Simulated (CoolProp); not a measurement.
The numbers come from the reference Helmholtz-energy equation of state, Beckmüller 2019 in CoolProp.

Task: For n-octane, give the phase and the density (kg/m³), speed of sound (m/s), expansivity (1/kK), viscosity (µPa s) at 346.85 °C and 2.13 MPa.

Result: 
- 346.85 °C and 2.13 MPa: gas; density 63.4, speed of sound 163, expansivity 4.39, viscosity 13.3

Viscosity comes from a separate model (Huber 2004).
